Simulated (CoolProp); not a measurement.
Properties of R1123 along the isobar 0.918 MPa (Tc = 331.7 K, pc = 4.549 MPa, ω = 0.243).

Values from CoolProp's reference Helmholtz-energy equation of state, Akasaka 2020.

| T (K) | phase | density (kg/m³) | cv (kJ/(kg K)) | expansivity (1/kK) |
|---|---|---|---|---|
| 230.1 | liquid | 1288 | 0.8050 | 2.589 |
| 242.1 | liquid | 1247 | 0.8127 | 2.857 |
| 254.2 | liquid | ___ | 0.8218 | 3.220 |
| 266.3 | liquid | 1153 | 0.8328 | 3.736 |
| 278.4 | gas | 37.97 | 0.7577 | 5.999 |
| 290.5 | gas | ___ | 0.7682 | 5.271 |
| 302.6 | gas | 33.40 | 0.7808 | 4.740 |
| 314.7 | gas | 31.62 | 0.7947 | ___ |
| 326.8 | gas | 30.06 | 0.8094 | 4.008 |
| 338.9 | gas | 28.69 | 0.8246 | 3.740 |
| 351 | gas | 27.46 | 0.8399 | 3.515 |
| 363.1 | gas | 26.34 | 0.8554 | 3.323 |
| 375.1 | gas | 25.34 | 0.8706 | 3.156 |

Q: Complete the blanks.

A: 
- 254.2, density (kg/m³): 1202
- 290.5, density (kg/m³): 35.48
- 314.7, expansivity (1/kK): 4.333
